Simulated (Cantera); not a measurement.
An isothermal, constant-pressure homogeneous reactor starts with NO : N2 = 1 : 1.1 (molar parts), at 1875 K and 1330 Pa. Integrator tolerance rtol = 1e-08.

Computed with Cantera and GRI-Mech 3.0 (53 species, 325 reactions). Radical loss at walls, strong at low pressure, is not modelled.

**Question.** What does this change do: pressure from 1330 Pa to 13300 Pa?

**Answer.** 
```tsv
quantity	before	after
x(NO) at 50.0 s	0.223 (gas-phase equilibrium 0.00553)	0.0271 (gas-phase equilibrium 0.00553)
x(O) at 50.0 s	0.000770 (gas-phase equilibrium 0.00102)	0.000314 (gas-phase equilibrium 0.000321)
x(N2O) at 50.0 s	1.31e-5 (gas-phase equilibrium 3.56e-8)	3.50e-7 (gas-phase equilibrium 1.13e-7)
x(O2) at 50.0 s	0.126 (gas-phase equilibrium 0.235)	0.224 (gas-phase equilibrium 0.235)
x(N2) at 50.0 s	0.650 (gas-phase equilibrium 0.759)	0.748 (gas-phase equilibrium 0.759)
x(NO2) at 50.0 s	4.22e-5 (gas-phase equilibrium 1.45e-6)	2.20e-5 (gas-phase equilibrium 4.61e-6)
```

**Question.** What does this change do: N2 1.1 to 0.41 parts?

**Answer.** 
| quantity | before | after |
|---|---|---|
| x(NO) at 50.0 s | 0.223 (gas-phase equilibrium 0.00553) | 0.260 (gas-phase equilibrium 0.00622) |
| x(O) at 50.0 s | 0.000770 (gas-phase equilibrium 0.00102) | 0.00102 (gas-phase equilibrium 0.00124) |
| x(N2O) at 50.0 s | 1.31e-5 (gas-phase equilibrium 3.56e-8) | 1.58e-5 (gas-phase equilibrium 3.69e-8) |
| x(O2) at 50.0 s | 0.126 (gas-phase equilibrium 0.235) | 0.224 (gas-phase equilibrium 0.351) |
| x(N2) at 50.0 s | 0.650 (gas-phase equilibrium 0.759) | 0.515 (gas-phase equilibrium 0.642) |
| x(NO2) at 50.0 s | 4.22e-5 (gas-phase equilibrium 1.45e-6) | 6.57e-5 (gas-phase equilibrium 2.00e-6) |
